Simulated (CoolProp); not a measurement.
Saturation properties of R1132(E) (Tc = 75.7 °C, pc = 5.174 MPa, ω = 0.245).

The numbers come from the reference Helmholtz-energy equation of state, Akasaka 2024 in CoolProp.

```
T (°C)  p (MPa)  enthalpy of vaporisation (kJ/kg)  liquid cp (kJ/(kg K))
------  -------  --------------------------------  ---------------------
-13.65      [?]                             267.8                  1.697
-7.85       [?]                             261.0                  1.716
-1.95    0.7679                             253.6                    [?]
3.85     0.9184                             246.1                    [?]
9.65      1.090                             238.1                    [?]
15.45     1.284                             229.7                  1.836
21.25     1.502                             220.7                  1.884
27.05     1.747                             211.1                  1.942
```

Q: Complete the blanks.

A: 
- -13.65, p (MPa): 0.5211
- -7.85, p (MPa): 0.6345
- -1.95, liquid cp (kJ/(kg K)): 1.738
- 3.85, liquid cp (kJ/(kg K)): 1.765
- 9.65, liquid cp (kJ/(kg K)): 1.797
